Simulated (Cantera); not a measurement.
An isothermal, constant-pressure homogeneous reactor starts with C3H8 : H2 = 1 : 1.6 (molar parts), at 1375 K and 9.75 Torr. Integrator tolerance rtol = 1e-08.

Detailed kinetics in Cantera: GRI-Mech 3.0 (53 species, 325 reactions). GRI-Mech 3.0 was tuned for natural gas; its chemistry of propane as a main component is partial and can be far from experiment. GRI-Mech 3.0 stops at C3 and has no aromatics, soot or wall deposition, so with more carbon than oxygen in the feed, carbon stays in small species such as C2H2 where larger ones or solid carbon would form. Radical loss at walls, strong at low pressure, is not modelled.

Task: What does this change do: pressure from 9.75 Torr to 203 Torr?

Result: 
```csv
quantity,before,after
x(C3H8) at 10.0 s,1.60e-9 (gas-phase equilibrium 7.15e-11),2.40e-7 (gas-phase equilibrium 2.39e-7)
x(H2) at 10.0 s,0.591 (gas-phase equilibrium 0.720),0.576 (gas-phase equilibrium 0.575)
x(CH4) at 10.0 s,0.183 (gas-phase equilibrium 0.0150),0.192 (gas-phase equilibrium 0.193)
x(C2H4) at 10.0 s,0.00242 (gas-phase equilibrium 0.00271),0.0340 (gas-phase equilibrium 0.0339)
x(H) at 10.0 s,1.10e-5 (gas-phase equilibrium 2.57e-5),5.07e-6 (gas-phase equilibrium 5.03e-6)
x(C2H6) at 10.0 s,1.49e-5 (gas-phase equilibrium 6.19e-7),0.000129 (gas-phase equilibrium 0.000129)
x(C2H) at 10.0 s,3.35e-9 (gas-phase equilibrium 7.56e-9),1.41e-9 (gas-phase equilibrium 1.40e-9)
```
